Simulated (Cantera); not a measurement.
Input: 1 mol PbS, 3.4 mol H2, at 2073 K and 22.0 mbar.

Equilibrium computed with Cantera from the NASA thermochemical tables; the gas is ideal and each condensed phase is pure. The numbers say what is thermodynamically allowed, not how fast it happens.

| species | before | after |
|---|---|---|
| H2 | 0.686 | 0.979 |
| H | 0.0147 | 0.0175 |
| Pb | 0.145 | 0.00183 |
| PbS | 0.0650 | 3.16e-5 |
| S2 | 0.0544 | 7.98e-5 |
| SH | 0.0161 | 0.000738 |
| H2S | 0.0116 | 0.000632 |
| S | 0.00794 | 0.000304 |
Gas species are given as mole fractions.

What was changed between the two runs?
A) temperature from 2073 K to 673 K
B) temperature from 2073 K to 1698.15 K
C) H2 from 3.4 to 530 mol
D) pressure from 22.0 mbar to 1.33 mbar

C, H2 from 3.4 to 530 mol
